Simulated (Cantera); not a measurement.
Cantera run:

```python
import numpy as np
import cantera as ct

gas_names = [...]  # 151 gases of nasa_gas.yaml made of C, H, N, O, Si
cond_names = """
    C(gr) C6H6(L) C7H8(L) C8H18(L),n-octa H2O(s) H2O(L) Si(cr) Si(L) SiC(b) SiO2(Lqz) SiO2(hqz) SiO2(L)
    Si2N2O(s) Si3N4(a)
""".split()


# ... load() reads the species with a 1 bar reference pressure and builds the phases ...
atoms = {
    'SiC': {'Si': 1, 'C': 1},
    'N2O': {'N': 2, 'O': 1},
    'H2': {'H': 2},
}
top_T = {'C(gr)': 4500, 'SiC(b)': 3050, 'Si2N2O(s)': 2100, 'Si3N4(a)': 2400}  # K; cautious upper limits of use, not melting points


# ... equilibrate(T, P, feed) seeds the gas with the atoms and calls Mixture.equilibrate('TP', solver="vcs", rtol=1e-11, max_steps=5000) ...
results = []
feed = {'SiC': 1, 'N2O': 3.9, 'H2': 56}  # mol
T = 2200  # K
P = 1000  # Pa
mix = equilibrate(T, P, feed)
results.append((T, P, feed, dict(zip(mix.species_names, mix.species_moles))))
print(gas.report(threshold=0.0001))
for i in range(1, mix.n_phases):
    print(f"{mix.phase(i).name:16s} {mix.phase_moles(i):12.5e} mol")
```

Result:

```
       temperature   2200 K
          pressure   1000 Pa
           density   0.00027934 kg/m^3
  mean mol. weight   5.1097 kg/kmol
   phase of matter   gas

                          1 kg             1 kmol
                     ---------------   ---------------
          enthalpy        1.1866e+07        6.0629e+07  J
   internal energy        8.2858e+06        4.2338e+07  J
           entropy             47546        2.4294e+05  J/K
    Gibbs function       -9.2735e+07       -4.7385e+08  J
 heat capacity c_p            6815.4             34824  J/K
 heat capacity c_v            5188.2             26510  J/K

                      mass frac. Y      mole frac. X     chem. pot. / RT
                     ---------------   ---------------   ---------------
                CO            0.0857          0.015634           -42.838
               CO2        0.00091114        0.00010579           -67.499
                 H          0.010099          0.051192           -12.292
                H2           0.32596           0.82615           -24.585
               H2O            0.1041          0.029526           -49.246
                N2           0.33653          0.061382           -34.662
                OH        0.00084978        0.00025531           -36.954
               SiO           0.13577          0.015737           -44.254
     [ +143 minor]        8.6273e-05         1.717e-05

C(gr)             0.00000e+00 mol
Si(L)             0.00000e+00 mol
SiC(b)            0.00000e+00 mol
SiO2(L)           0.00000e+00 mol
Si3N4(a)          0.00000e+00 mol
```

These are equilibrium values from Cantera (NASA tables, ideal gas, pure condensed phases), not measurements of a reactor.
